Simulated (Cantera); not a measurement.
An isothermal, constant-pressure homogeneous reactor starts with CH₄ : H₂O = 1 : 0.34 (molar parts), at 1775 K and 0.880 bar.

Cantera simulation using GRI-Mech 3.0 (53 species, 325 reactions); the numbers are that mechanism's predictions, not measurements. GRI-Mech 3.0 stops at C3 and has no aromatics, soot or wall deposition, so with more carbon than oxygen in the feed, carbon stays in small species such as C2H2 where larger ones or solid carbon would form.

x: mole fraction; the columns are a selection and need not sum to one.

```tsv
t (s)	x CH₄	x H₂O	x C₂H₆	x HCO	x CH₂	x C₂H	x HO₂
0.000200	0.681	0.248	0.00451	3.85e-8	1.68e-6	___	<1e-12
0.000735	0.493	0.221	0.00221	3.06e-8	1.22e-6	___	<1e-12
0.00270	0.272	0.184	0.000551	1.37e-8	7.09e-7	___	<1e-12
0.00993	0.112	0.154	9.50e-5	6.42e-9	4.28e-7	___	<1e-12
0.0365	0.0410	0.124	1.45e-5	5.23e-9	2.63e-7	___	<1e-12
0.134	0.0247	0.0741	5.61e-6	9.83e-9	1.53e-7	___	<1e-12
0.493	0.0168	0.0199	2.83e-6	1.65e-8	6.72e-8	___	<1e-12
1.81	0.0134	0.000454	2.03e-6	1.91e-8	3.93e-8	3.31e-7	<1e-12
6.66	0.0133	8.02e-7	2.01e-6	1.92e-8	3.86e-8	3.30e-7	<1e-12
24.5	0.0133	8.02e-7	2.01e-6	1.92e-8	3.86e-8	3.30e-7	<1e-12
90.0	0.0133	8.02e-7	2.01e-6	1.92e-8	3.86e-8	3.30e-7	<1e-12
```

### Question
Fill in the missing entries.

### Answer

- 0.000200, x C₂H: 9.90e-9
- 0.000735, x C₂H: 1.51e-7
- 0.00270, x C₂H: 3.55e-7
- 0.00993, x C₂H: 5.00e-7
- 0.0365, x C₂H: 5.57e-7
- 0.134, x C₂H: 4.76e-7
- 0.493, x C₂H: 3.68e-7
